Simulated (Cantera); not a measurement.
A Cantera script and what it prints.

```python
import numpy as np
import cantera as ct

gas_names = [...]  # 96 gases of nasa_gas.yaml made of C, Cl, H, Ti
cond_names = """
    C(gr) C6H6(L) C7H8(L) C8H18(L),n-octa Ti(a) Ti(b) Ti(L) TiC(s) TiC(L) TiCL2(s) TiCL3(s) TiCL4(L)
""".split()


# ... load() reads the species with a 1 bar reference pressure and builds the phases ...
atoms = {
    'TiCl4': {'Ti': 1, 'CL': 4},
    'CH4': {'C': 1, 'H': 4},
    'H2': {'H': 2},
}
top_T = {'C(gr)': 4500, 'TiCL2(s)': 1300, 'TiCL3(s)': 1000}  # K; cautious upper limits of use, not melting points


# ... equilibrate(T, P, feed) seeds the gas with the atoms and calls Mixture.equilibrate('TP', solver="vcs", rtol=1e-11, max_steps=5000) ...
results = []
feed = {'TiCl4': 1, 'CH4': 0.13, 'H2': 1.1}  # mol
T = 1373  # K
for P in [10, 37, 140, 520, 1900, 7200, 27000, 100000]:
    mix = equilibrate(T, P, feed)
    results.append((T, P, feed, dict(zip(mix.species_names, mix.species_moles))))

top = {s: max(r[3][s] / sum(r[3][g] for g in gas_names) for r in results) for s in gas_names}
cols = sorted((s for s in top if top[s] > 1e-06), key=lambda s: -top[s])[:6]
seen = [c for c in cond_names if any(r[3].get(c, 0) > 1e-12 for r in results)]
print("log10 of partial pressures in bar; condensed amounts in mol")
print(f"{'P/Pa':>10s}" + "".join(f"{s[:9]:>10s}" for s in cols + seen))
for T, P, feed, n in results:
    ng = sum(n[g] for g in gas_names)
    print(f"{P:10.4g}" + "".join(f"{np.log10(max(n[s] / ng * P / 1e5, 1e-99)):10.3f}" for s in cols)
          + "".join(f"{n.get(c, 0):10.4g}" for c in seen))
```

Result:

```
log10 of partial pressures in bar; condensed amounts in mol
      P/Pa       HCL        H2     TiCL3     TiCL4     TiCL2       CH4    TiC(s)
        10    -4.335    -4.624    -4.560    -5.686    -6.395   -13.291      0.13
        37    -3.779    -4.037    -4.010    -4.874    -6.106   -11.881      0.13
       140    -3.221    -3.433    -3.465    -4.072    -5.818   -10.446      0.13
       520    -2.677    -2.830    -2.947    -3.313    -5.542    -9.033      0.13
      1900    -2.149    -2.231    -2.458    -2.595    -5.282    -7.638      0.13
      7200    -1.613    -1.615    -1.982    -1.890    -5.034    -6.198      0.13
   2.7e+04    -1.084    -1.007    -1.537    -1.220    -4.814    -4.753    0.1298
     1e+05    -0.561    -0.411    -1.123    -0.582    -4.625    -3.300    0.1287
```

Method: chemical equilibrium by Gibbs-energy minimisation in Cantera with the NASA 1993 tables (ideal gas, pure condensed phases). The tables' values for TiCl2 are old estimates; treat these amounts as uncertain. TiC: taken at fixed stoichiometry.
